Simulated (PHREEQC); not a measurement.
Make-up at 77 °C: 0.22 mol NaCl and 0.106 mol NaHCO3 per kg of water. Closed to the air; pH follows from the charge balance.

Model: Pitzer model, pitzer.dat, run in PHREEQC.

```json
{
  "pH": "7.80",
  "ionic_strength": "0.328 mol/kgw",
  "activity_of_water": "0.990",
  "specific_conductance": "66600 µS/cm",
  "density": "0.988 g/cm³",
  "osmotic_coefficient": "0.896",
  "total_alkalinity": "106 meq/kg"
}
```

```
species  molality  activity   log γ
-------  --------  --------  ------
Na+         0.326     0.221  -0.169
Cl-         0.220     0.146  -0.178
HCO3-       0.102    0.0667  -0.184
CO2       0.00211   0.00222   0.023
CO3-2     0.00209  0.000308  -0.831
OH-       2.18e-5   1.40e-5  -0.191
H+        2.34e-8   1.59e-8  -0.169
```

No solid was allowed to form. Constants without temperature data keep their 25 °C values here.
